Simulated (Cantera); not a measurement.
Charge: 1 mol CH3SiCl3, 1200 mol H2, 0.041 mol C2H4, held at 2400 °C and 1.33 mbar.

Method: chemical equilibrium by Gibbs-energy minimisation in Cantera with the NASA 1993 tables (ideal gas, pure condensed phases). Candidate condensed phases: C, C6H6, C7H8, C8H18, Si, SiC; 109 gas species. The feed counts by its element totals alone. Rates play no part.

Base state: H 0.728, H2 0.269, Cl 0.00103, HCl 0.000548, Si 0.000521, C 0.000171, C2H2 (acetylene) 0.000127, C2H 3.46e-5 (mole fractions); condensed: gas only.

Problem. What changes in the equilibrium state with this change: H2 from 1200 to 2.5 mol?

Solution. 
```
species             before     after
----------------  --------  --------
H                    0.728     0.482
Cl                 0.00103     0.216
H2                   0.269     0.118
SiC2               4.72e-6    0.0279
HCl               0.000548    0.0759
Si                0.000521    0.0677
SiCl2                <1e-9  0.000357
Si2C               2.08e-9  0.000237
C(graphite), mol         0     0.273
```
The tables' values for SiCl are old estimates; treat these amounts as uncertain.

Problem. What changes in the equilibrium state with this change: temperature from 2400 °C to 1675 °C?

Solution. 
```
species    before     after
-------  --------  --------
H2          0.269     0.966
H           0.728    0.0304
HCl      0.000548   0.00239
Si       0.000521  0.000744
C        0.000171   6.48e-9
Si2C      2.08e-9   1.37e-5
C3        1.50e-5   3.99e-9
C2H       3.46e-5   2.05e-7
Cl        0.00103   5.66e-5
```
